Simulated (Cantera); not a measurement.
A closed system holds: 1 mol TiCl4, 8.2 mol O2, 56 mol H2, equilibrated at 1075 K and 26.0 Pa.

Method: chemical equilibrium by Gibbs-energy minimisation in Cantera with the NASA 1993 tables (ideal gas, pure condensed phases). Candidate condensed phases: H2O, Ti, TiCl2, TiCl3, TiCl4, TiO, TiO2, Ti2O3, Ti3O5, Ti4O7; 23 gas species. Condensed phases not in the tables: TiOCl. Rates play no part.

Base state: H2 0.683, H2O 0.248, HCl 0.0690 (mole fractions); condensed: TiO2(rutile).

What changes in the equilibrium state with this change: O2 from 8.2 to 1.5 mol?


| species | before | after |
|---|---|---|
| H2 | 0.683 | 0.914 |
| HCl | 0.0690 | 0.0690 |
| H2O | 0.248 | 0.0172 |
| TiO2(rutile), mol | 1.00 | 1.00 |
